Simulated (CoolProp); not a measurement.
Vapour-liquid equilibrium of carbon dioxide (1) + R123 (2) at 273.7 K; x and y are mole fractions of (1).

The numbers come from the multi-fluid Helmholtz-energy mixture model, Span 1996 and Younglove 1994; pair parameters Bell 2016 in CoolProp.

Task: Give the bubble pressure and the first vapour's composition at x = 0.05, 0.575, 0.725. Is there an azeotrope?

Result: x = 0.05: 155.2 kPa, y = 0.786; x = 0.575: 1617 kPa, y = 0.985; x = 0.725: 2218 kPa, y = 0.992. No azeotrope shows between x = 0.05 and 0.95.

The pair parameters rest on a limited set of measurements; away from them the model extrapolates.
